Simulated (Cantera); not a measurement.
An adiabatic, constant-volume homogeneous reactor starts with CH₄ : O₂ : N₂ : C₂H₆ = 1 : 1.54 : 5.78 : 0.019 (molar parts), at 1025 K and 10.0 bar.

Detailed kinetics in Cantera: GRI-Mech 3.0 (53 species, 325 reactions).

x: mole fraction; the columns are a selection and need not sum to one.

| t (s) | T (K) | P (bar) | x CH₄ | x O₂ | x HO₂ | x C₂H₆ | x C₂H₄ |
|---|---|---|---|---|---|---|---|
| 4.00e-6 | 1025 | 10.0 | 0.120 | 0.185 | 8.33e-10 | 0.00228 | 2.91e-12 |
| 1.44e-5 | 1025 | 10.0 | 0.120 | 0.185 | 3.01e-9 | 0.00228 | 4.22e-11 |
| 5.17e-5 | 1025 | 10.0 | 0.120 | 0.185 | (withheld) | 0.00228 | 5.60e-10 |
| 0.000186 | 1025 | 10.0 | 0.120 | 0.185 | 4.20e-8 | 0.00228 | 7.25e-9 |
| 0.000667 | 1025 | 10.0 | 0.120 | 0.185 | (withheld) | 0.00228 | (withheld) |
| 0.00240 | 1025 | 10.0 | 0.120 | 0.185 | 8.21e-7 | 0.00228 | 1.79e-6 |
| 0.00862 | 1026 | 10.0 | 0.120 | 0.185 | 2.05e-6 | 0.00227 | 2.41e-5 |
| 0.0310 | 2901 | 30.3 | 2.96e-11 | 0.000510 | 1.21e-6 | <1e-12 | <1e-12 |
| 0.111 | 2901 | 30.3 | 2.96e-11 | 0.000510 | 1.21e-6 | <1e-12 | <1e-12 |
| 0.400 | 2901 | 30.3 | 2.96e-11 | 0.000510 | 1.21e-6 | <1e-12 | <1e-12 |

Problem. Complete the blanks.

Solution. 
- 5.17e-5, x HO₂: 1.10e-8
- 0.000667, x HO₂: 1.75e-7
- 0.000667, x C₂H₄: 9.86e-8
